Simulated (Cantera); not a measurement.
Thermodynamics of iron carbonyl, mercury and lead vapours, feed Pb + CO + H2

A closed system holds: 1 mol Pb, a varied amount of CO, 2.9 mol H2, equilibrated at 1198.15 K and 0.0210 bar.

Cantera equilibrium calculation (NASA polynomials, part measured and part estimated; ideal gas, pure solids and liquids). Candidate condensed phases: C, C6H6, C7H8, C8H18, H2O, Pb, PbO, PbO2, Pb3O4; 113 gas species. The numbers say what is thermodynamically allowed, not how fast it happens.

At 0.72 mol CO the condensed part is Pb(l). From 1.6 mol CO to 6.7 mol CO the condensed part is C(graphite) + Pb(l). The main Pb-bearing gas is Pb throughout. The share of Pb in condensed phases is highest at 0.72 mol CO (88.9 %) and lowest at 6.7 mol CO (70.5 %).

```tsv
n(CO) (mol)	x H2	x CO	x Pb	x CO2	n Pb(l)	n C(graphite)
0.72	0.777	0.193	0.0298	2.18e-5	0.889	0
1.6	0.625	0.345	0.0298	4.84e-5	0.862	0.000171
2.4	0.531	0.439	0.0298	7.86e-5	0.837	0.000619
3.3	0.454	0.516	0.0298	0.000109	0.810	0.00108
4.1	0.402	0.568	0.0298	0.000131	0.785	0.00147
5	0.356	0.614	0.0298	0.000153	0.758	0.00189
5.8	0.323	0.647	0.0298	0.000170	0.733	0.00225
6.7	0.293	0.677	0.0298	0.000187	0.705	0.00265
```
x: gas mole fraction; n: condensed amount in mol.
